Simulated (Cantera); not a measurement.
A closed system holds: 1 mol CO₂, 0.15 mol SO₂, 0.77 mol O₂, held at 1.00 bar.

Cantera equilibrium calculation (NASA polynomials, part measured and part estimated; ideal gas, pure solids and liquids). Candidate condensed phases: C, S; 22 gas species. Rates play no part.

x: gas mole fraction; nothing condenses.

| T (K) | x CO₂ | x O₂ | x CO | x O | x SO₂ | x SO |
|---|---|---|---|---|---|---|
| 2548 | 0.473 | 0.404 | 0.0352 | 0.0116 | 0.0753 | ? |
| 2598 | 0.461 | 0.404 | 0.0440 | 0.0147 | 0.0746 | ? |
| 2648 | 0.447 | 0.405 | 0.0543 | 0.0184 | 0.0737 | ? |
| 2698 | 0.431 | 0.405 | 0.0659 | 0.0228 | 0.0727 | ? |
| 2748 | 0.414 | 0.406 | 0.0789 | 0.0281 | 0.0715 | ? |
| 2798 | 0.394 | 0.406 | 0.0931 | 0.0343 | 0.0701 | ? |
| 2848 | 0.373 | 0.405 | 0.108 | 0.0416 | 0.0685 | ? |
| 2898 | 0.350 | 0.404 | 0.124 | 0.0501 | 0.0668 | ? |
| 2948 | 0.326 | 0.403 | 0.141 | 0.0599 | 0.0648 | ? |
| 2998 | 0.302 | 0.400 | 0.157 | 0.0711 | 0.0627 | ? |
| 3048 | 0.278 | 0.397 | 0.174 | 0.0839 | 0.0603 | ? |
| 3098 | 0.254 | 0.392 | 0.190 | 0.0981 | 0.0578 | ? |
| 3148 | 0.230 | 0.386 | 0.205 | 0.114 | 0.0551 | ? |

Some entries are withheld; supply them.


- 2548, x SO: 0.000867
- 2598, x SO: 0.00113
- 2648, x SO: 0.00145
- 2698, x SO: 0.00184
- 2748, x SO: 0.00231
- 2798, x SO: 0.00287
- 2848, x SO: 0.00353
- 2898, x SO: 0.00428
- 2948, x SO: 0.00515
- 2998, x SO: 0.00614
- 3048, x SO: 0.00724
- 3098, x SO: 0.00845
- 3148, x SO: 0.00978
